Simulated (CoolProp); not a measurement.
Vapour-liquid equilibrium of n-hexane (1) + toluene (2) at 289.4 K; x and y are mole fractions of (1).

The numbers come from the multi-fluid Helmholtz-energy mixture model, Thol 2019 and Lemmon 2006; pair parameters Bell 2016 in CoolProp.

```tsv
x	bubble pressure (kPa)	y at the bubble point	dew pressure at overall composition x (kPa)	liquid density (mol/L)
0.05	3.384	0.331	2.491	9.344
0.125	4.676	0.549	2.680	9.194
0.2	5.769	0.661	2.901	9.048
0.275	6.716	0.730	3.160	8.906
0.35	7.557	0.779	3.470	8.767
0.425	8.323	0.816	3.845	8.631
0.5	9.040	0.847	4.307	8.498
0.575	9.725	0.874	4.891	8.368
0.65	10.39	0.898	5.643	8.242
0.725	11.06	0.921	6.638	8.118
0.8	11.73	0.943	7.975	7.998
0.875	12.42	0.964	9.750	7.880
0.95	13.12	0.986	11.96	7.765
```

No azeotrope shows between x = 0.05 and 0.95.

Pair parameters are fitted to limited data, so mixtures are less certain than the pure fluids.
